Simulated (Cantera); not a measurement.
Input (Python, Cantera) and output of one run.

```python
import numpy as np
import cantera as ct

gas_names = """
    Cr CrN H H2 N NH NH2 NH3 N2 N2H2 N2H4
""".split()
cond_names = """
    Cr(cr) Cr(L) CrN(s) Cr2N(s)
""".split()


# ... load() reads the species with a 1 bar reference pressure and builds the phases ...
atoms = {
    'Cr': {'Cr': 1},
    'NH3': {'N': 1, 'H': 3},
}
top_T = {'CrN(s)': 1900, 'Cr2N(s)': 1900}  # K; cautious upper limits of use, not melting points


# ... equilibrate(T, P, feed) seeds the gas with the atoms and calls Mixture.equilibrate('TP', solver="vcs", rtol=1e-11, max_steps=5000) ...
results = []
feed = {'Cr': 1, 'NH3': 3.8}  # mol
P = 133.322  # Pa
for T in [1175, 1225, 1275, 1325, 1375, 1425, 1475, 1525, 1575, 1625, 1675, 1725]:
    mix = equilibrate(T, P, feed)
    results.append((T, P, feed, dict(zip(mix.species_names, mix.species_moles))))

top = {s: max(r[3][s] / sum(r[3][g] for g in gas_names) for r in results) for s in gas_names}
cols = sorted((s for s in top if top[s] > 1e-05), key=lambda s: -top[s])[:7]
seen = [c for c in cond_names if any(r[3].get(c, 0) > 1e-12 for r in results)]
print("log10 of partial pressures in bar; condensed amounts in mol")
print(f"{'T/K':>10s}" + "".join(f"{s[:9]:>10s}" for s in cols + seen))
for T, P, feed, n in results:
    ng = sum(n[g] for g in gas_names)
    print(f"{T:10.4g}" + "".join(f"{np.log10(max(n[s] / ng * P / 1e5, 1e-99)):10.3f}" for s in cols)
          + "".join(f"{n.get(c, 0):10.4g}" for c in seen))
```

It prints:

```
log10 of partial pressures in bar; condensed amounts in mol
       T/K        H2        N2        Cr         H    Cr(cr)   Cr2N(s)
      1175    -2.986    -3.524    -9.991    -8.404         0       0.5
      1225    -3.000    -3.477    -9.279    -8.006         1         0
      1275    -3.000    -3.477    -8.629    -7.632         1         0
      1325    -3.000    -3.477    -8.028    -7.286    0.9999         0
      1375    -3.000    -3.477    -7.472    -6.965    0.9998         0
      1425    -3.000    -3.477    -6.957    -6.666    0.9994         0
      1475    -3.000    -3.477    -6.477    -6.387    0.9981         0
      1525    -3.001    -3.478    -6.030    -6.126    0.9947         0
      1575    -3.001    -3.478    -5.613    -5.882    0.9861         0
      1625    -3.003    -3.479    -5.222    -5.653    0.9656         0
      1675    -3.006    -3.482    -4.855    -5.438    0.9195         0
      1725    -3.012    -3.488    -4.511    -5.237    0.8198         0
```

Cantera equilibrium calculation (NASA polynomials, part measured and part estimated; ideal gas, pure solids and liquids).
